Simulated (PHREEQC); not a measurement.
A PHREEQC input (ion-association model, wateq4f.dat):

```
SOLUTION 1
  temp 25
  units mg/L
  pH 6.54
  pe 2.4
  Na 0.0434
  K 0.0411
  Ca 0.139
  Mg 0.0337
  Cl 0.126
  S(6) 0.107 as SO4
  Alkalinity 0.425 as HCO3
  Li 7.12e-05
  Sr 0.000751
  Ba 0.000259
  Zn 0.00206
END
USE solution 1
EQUILIBRIUM_PHASES 1
  Gyppsum 0 0
  CO2(g) -2 10
END
```

It stops with these messages:

```
ERROR: Phase not found in database, Gyppsum.
ERROR: Calculations terminating due to input errors.
```

The fault: the phase Gypsum misspelt. The line should read `Gypsum` where the input has `Gyppsum`. With the mend the run ends at pH 5.03 and ionic strength 2.81e-5 mol/kgw.
